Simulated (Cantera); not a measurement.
A freely propagating, adiabatic, planar premixed flame of 3.10 % C₃H₈, 20.4 % O₂, 76.5 % N₂, equivalence ratio 0.76, unburnt at 698 K and 10.0 bar; mixture-averaged transport, grid criteria slope 0.08 and curve 0.16, no radiation.

Model: GRI-Mech 3.0 (53 species, 325 reactions), integrated in Cantera. GRI-Mech 3.0 was tuned for natural gas; its chemistry of propane as a main component is partial and can be far from experiment. Burning velocities carry a grid error of a few per cent, more on coarse grids.

Question: Predict: laminar burning velocity; thermal thickness; peak x(CH₂); peak x(C₂H₆); peak x(C₂H₂).

Answer: 
```json
{
  "laminar_burning_velocity": "86.8 cm/s",
  "thermal_thickness": "0.0467 mm",
  "peak x(CH₂)": "1.98e-5",
  "peak x(C₂H₆)": "0.000556",
  "peak x(C₂H₂)": "0.000490"
}
```
